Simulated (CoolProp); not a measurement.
Propylene at 293.15 K and 0.717 MPa flows at 8.8 m/s in a round tube of 1 mm bore and 15 µm roughness, fully developed (64/Re and Nu = 3.66 if laminar; Colebrook and Gnielinski if turbulent). Each further row changes one setting.

Values from CoolProp's reference Helmholtz-energy equation of state, Lemmon 2013.

| case | Reynolds number | Darcy friction factor | pressure drop (Pa/m) | heat-transfer coefficient (W/(m² K)) | mass flow (kg/h) |
|---|---|---|---|---|---|
| as stated | 14600 | 0.0467 | ___ | 1280 | 0.349 |
| velocity 17.6 m/s | 29100 | ___ | ___ | 2580 | 0.699 |
| diameter 2 mm | 29100 | ___ | 10000 | 1040 | 1.40 |

Task: Fill in the missing entries.

Result: 
- as stated, pressure drop (Pa/m): 25400
- velocity 17.6 m/s, Darcy friction factor: 0.0452
- velocity 17.6 m/s, pressure drop (Pa/m): 98400
- diameter 2 mm, Darcy friction factor: 0.0368

Viscosity comes from a separate model (Huber 2003), an estimate that may be off by 10 % or more. Thermal conductivity comes from a separate model (Huber 2003), an estimate that may be off by 10 % or more.
